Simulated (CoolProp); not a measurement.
Vapour-liquid equilibrium of R143a (1) + isobutane (2) at 0.386 MPa; x and y are mole fractions of (1).

Model: multi-fluid Helmholtz-energy mixture model, Lemmon and Jacobsen 2000 and Bücker 2006; pair parameters Bell 2016, in CoolProp.

```
x      bubble temperature, mixture model (K)  bubble temperature, Raoult's law (K)  y, mixture model  y, Raoult's law
-----  -------------------------------------  ------------------------------------  ----------------  ---------------
0.05                                   289.7                                 297.2             0.303            0.160
0.125                                  278.8                                 291.7             0.529            0.344
0.2                                    272.5                                 287.0             0.636            0.483
0.275                                  268.8                                 282.8             0.695            0.590
0.35                                   266.4                                 279.2             0.732            0.675
0.425                                  264.8                                 275.9             0.759            0.743
0.5                                    263.5                                 273.0             0.781            0.798
0.575                                  262.5                                 270.3             0.801            0.844
0.65                                   261.6                                 267.9             0.822            0.882
0.725                                  260.8                                 265.6             0.845            0.915
0.8                                    260.1                                 263.6             0.874            0.943
0.875                                  259.4                                 261.7             0.910            0.967
0.95                                   259.0                                 259.9             0.958            0.988
```

The largest gap from Raoult's law is -14.5 K in bubble temperature, at x = 0.2. No azeotrope shows between x = 0.05 and 0.95.

The pair parameters rest on a limited set of measurements; away from them the model extrapolates. With so large a gap from Raoult's law the liquid may split in two, which this calculation doesn't test in full.
